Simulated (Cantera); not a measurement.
Charge: 1 mol SiH4, 56 mol H2, equilibrated at 10.0 mbar.

These are equilibrium values from Cantera (NASA tables, ideal gas, pure condensed phases), not measurements of a reactor. Candidate condensed phases: Si; 9 gas species. Gases not in the tables: Si2H6 and higher silanes. Equilibrium is a limit: real reactors are often held back by kinetics, nucleation or transport.

log p: log10 of the partial pressure in bar; n: condensed amount in mol.

| T (°C) | log p H2 | log p H | log p Si | log p SiH2 | log p SiH | n Si(s) | n Si(l) |
|---|---|---|---|---|---|---|---|
| 552 | -2.00 | -12.10 | <-14 | <-14 | <-14 | 1.00 | 0 |
| 627 | -2.00 | -10.93 | <-14 | -13.43 | <-14 | 1.00 | 0 |
| 702 | -2.00 | [?] | <-14 | [?] | <-14 | 1.00 | 0 |
| 777 | -2.00 | -9.09 | <-14 | -11.43 | -13.99 | 1.00 | 0 |
| 852 | -2.00 | -8.35 | -13.15 | -10.63 | -12.76 | 1.00 | 0 |
| 927 | -2.00 | [?] | [?] | [?] | [?] | 1.000 | 0 |
| 1002 | -2.00 | -7.13 | -10.71 | -9.31 | -10.74 | 1.000 | 0 |
| 1077 | -2.00 | -6.62 | -9.70 | -8.76 | -9.90 | 1.000 | 0 |
| 1152 | -2.00 | -6.17 | -8.79 | -8.27 | -9.15 | 1.000 | 0 |
| 1227 | -2.00 | -5.75 | -7.98 | -7.82 | -8.47 | 1.000 | 0 |
| 1302 | -2.00 | -5.38 | -7.24 | -7.43 | -7.86 | 0.999 | 0 |
| 1377 | -2.00 | -5.04 | -6.57 | -7.06 | -7.31 | 0.998 | 0 |
| 1452 | -2.00 | -4.73 | -5.99 | -6.76 | -6.84 | 0 | 0.992 |

**Question.** What belongs in the gaps?

**Answer.** 
- 702, log p H: -9.94
- 702, log p SiH2: -12.35
- 927, log p H: -7.70
- 927, log p Si: -11.86
- 927, log p SiH2: -9.92
- 927, log p SiH: -11.68
